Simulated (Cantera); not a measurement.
A closed system holds: 1 mol Zr, 17 mol H2O, held at 1375 K and 13.3 mbar.

These are equilibrium values from Cantera (NASA tables, ideal gas, pure condensed phases), not measurements of a reactor. Candidate condensed phases: H2O, Zr, ZrO2; 12 gas species. Kinetics and transport are ignored.

Task: What is the equilibrium state?

Result: 
```
Property                              Value
--------------------------------  ---------
x(H2O)                                0.882
x(H2)                                 0.118
x(H)                                1.02e-5
x(OH)                               1.37e-6
n(ZrO2(monoclinic))                1.00 mol
gas amount                        17.00 mol
log10 activity of Zr(β) (absent)     -20.60
```
